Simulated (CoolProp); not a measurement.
Vapour pressure (MPa) of fluorine: the reference equation beside estimates from Tc = 144.4 K, pc = 5.240 MPa, ω = 0.045. Clausius-Clapeyron is anchored at 125.7 K with a constant enthalpy of vaporisation of 4.388 kJ/mol.

Computed with CoolProp (reference Helmholtz-energy equation of state, de Reuck 1990).

```
T (K)   reference  Clausius-Clapeyron  Peng-Robinson
-----  ----------  ------------------  -------------
114.7  (withheld)          (withheld)          1.211
118.4  (withheld)               1.712          1.506
122.1       1.834          (withheld)          1.851
125.7       2.218               2.218          2.238
129.4       2.669               2.500          2.693
133.1       3.183          (withheld)          3.211
136.8       3.767               3.118          3.797
140.5  (withheld)               3.451          4.457
```

**Question.** What belongs in the gaps?

**Answer.** 
- 114.7, reference: 1.199
- 114.7, Clausius-Clapeyron: 1.483
- 118.4, reference: 1.493
- 122.1, Clausius-Clapeyron: 1.959
- 133.1, Clausius-Clapeyron: 2.801
- 140.5, reference: 4.430

Absolute difference from the reference over all 8 rows, mean and median: Clausius-Clapeyron 12.9 and 13.3 %, Peng-Robinson 0.9 and 0.9 %.
